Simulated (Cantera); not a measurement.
Charge: 1 mol Si3N4, a varied amount of N2O, 62 mol N2, equilibrated at 1900 °C and 0.133 bar.

Cantera equilibrium calculation (NASA polynomials, part measured and part estimated; ideal gas, pure solids and liquids). Candidate condensed phases: Si, SiO2, Si2N2O, Si3N4; 16 gas species. The tables hold silica as quartz up to 1696 K and as liquid above; real silica turns to tridymite and cristobalite and melts near 1996 K. Equilibrium is a limit: real reactors are often held back by kinetics, nucleation or transport.

**Question.** What share of the Si ends up in condensed phases as a function of n(N2O) (mol), at 0.014, 0.027, 0.055, 0.11, 0.22, 0.45, 0.91, 1.8, 3.7?

**Answer.** 
```csv
n(N2O) (mol),Si condensed (%),as
0.014,93.9,Si(l)
0.027,93.4,Si(l)
0.055,92.5,Si(l)
0.11,90.6,Si(l)
0.22,87.0,Si(l)
0.45,79.2,Si(l)
0.91,63.8,Si(l)
1.8,34.0,Si(l)
3.7,23.2,SiO2(l)
```
